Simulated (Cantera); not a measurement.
**Silicon carbide growth: CH3SiCl3 + C3H8 + H2**

Charge: 1 mol CH3SiCl3, 0.3 mol C3H8, 5.1 mol H2, held at 1.33 mbar.

Method: chemical equilibrium by Gibbs-energy minimisation in Cantera with the NASA 1993 tables (ideal gas, pure condensed phases). Candidate condensed phases: C, C6H6, C7H8, C8H18, Si, SiC; 109 gas species. The feed counts by its element totals alone. The tables' values for SiCl, SiCl3 are old estimates; treat these amounts as uncertain. Gases not in the tables: Si2H6 and higher silanes. Kinetics and transport are ignored.

```tsv
T (°C)	x H2	x H	x HCl	x Cl	x Si	x SiCl2	x SiC2	x SiCl	n C(graphite)	n SiC(s)
1325	0.682	0.00120	0.311	0.000435	7.32e-7	0.00511	2.81e-9	3.36e-6	0.948	0.951
1400	0.682	0.00258	0.308	0.000907	4.19e-6	0.00667	2.74e-8	1.11e-5	0.962	0.937
1475	0.682	0.00517	0.303	0.00177	2.06e-5	0.00843	2.19e-7	3.27e-5	0.978	0.920
1550	0.680	0.00978	0.296	0.00325	8.86e-5	0.0103	1.47e-6	8.79e-5	0.996	0.901
1625	0.675	0.0176	0.288	0.00566	0.000339	0.0123	8.50e-6	0.000217	1.02	0.878
1700	0.667	0.0302	0.277	0.00938	0.00117	0.0141	4.27e-5	0.000493	1.04	0.848
1775	0.651	0.0495	0.263	0.0148	0.00370	0.0157	0.000190	0.00104	1.08	0.797
1850	0.624	0.0776	0.244	0.0223	0.0107	0.0168	0.000761	0.00206	1.17	0.687
1925	0.578	0.116	0.218	0.0318	0.0289	0.0169	0.00276	0.00377	1.38	0.413
2000	0.513	0.165	0.191	0.0443	0.0563	0.0131	0.00707	0.00510	1.66	0
2075	0.452	0.227	0.173	0.0624	0.0596	0.00625	0.00968	0.00398	1.58	0
2150	0.388	0.302	0.147	0.0816	0.0588	0.00263	0.0121	0.00279	1.49	0
2225	0.320	0.386	0.117	0.100	0.0552	0.000999	0.0142	0.00181	1.39	0
2300	0.251	0.471	0.0879	0.116	0.0503	0.000356	0.0160	0.00111	1.25	0
```
x: gas mole fraction; n: condensed amount in mol.

From 1325 °C to 1925 °C the condensed part is C(graphite) + SiC(s). From 2000 °C to 2300 °C the condensed part is C(graphite). The main Si-bearing gas is SiCl2 at 1325 °C and Si at 2300 °C.
